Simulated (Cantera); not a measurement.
Cantera run:

```python
import numpy as np
import cantera as ct

gas_names = [...]  # 136 gases of nasa_gas.yaml made of C, H, N, O
cond_names = """
    C(gr) C6H6(L) C7H8(L) C8H18(L),n-octa H2O(s) H2O(L)
""".split()


# ... load() reads the species with a 1 bar reference pressure and builds the phases ...
atoms = {
    'C2H4': {'C': 2, 'H': 4},
    'O2': {'O': 2},
    'N2': {'N': 2},
    'CO2': {'C': 1, 'O': 2},
}
top_T = {'C(gr)': 4500}  # K; cautious upper limits of use, not melting points


# ... equilibrate(T, P, feed) seeds the gas with the atoms and calls Mixture.equilibrate('TP', solver="vcs", rtol=1e-11, max_steps=5000) ...
results = []
feed = {'C2H4': 1, 'O2': 0.0076, 'N2': 40, 'CO2': 1.1}  # mol
T = 1725  # K
P = 770  # Pa
mix = equilibrate(T, P, feed)
results.append((T, P, feed, dict(zip(mix.species_names, mix.species_moles))))
print(gas.report(threshold=1e-05))
for i in range(1, mix.n_phases):
    print(f"{mix.phase(i).name:16s} {mix.phase_moles(i):12.5e} mol")
```

It prints:

```
       temperature   1725 K
          pressure   770 Pa
           density   0.0014411 kg/m^3
  mean mol. weight   26.842 kg/kmol
   phase of matter   gas

                          1 kg             1 kmol
                     ---------------   ---------------
          enthalpy        1.5227e+06        4.0873e+07  J
   internal energy        9.8838e+05         2.653e+07  J
           entropy             10728        2.8796e+05  J/K
    Gibbs function       -1.6983e+07       -4.5586e+08  J
 heat capacity c_p            1316.7             35342  J/K
 heat capacity c_v            1006.9             27028  J/K

                      mass frac. Y      mole frac. X     chem. pot. / RT
                     ---------------   ---------------   ---------------
                CO          0.052268          0.050089           -42.776
                 H        1.6778e-05        0.00044679           -13.498
               HCN        0.00084707        0.00084132           -31.668
               HNC         2.696e-05        2.6777e-05           -31.668
                H2         0.0033468          0.044562           -26.997
                N2           0.94349           0.90403            -31.42
     [ +130 minor]        4.2563e-06        4.3141e-06

C(gr)             8.46033e-01 mol
```

Cantera equilibrium calculation (NASA polynomials, part measured and part estimated; ideal gas, pure solids and liquids).
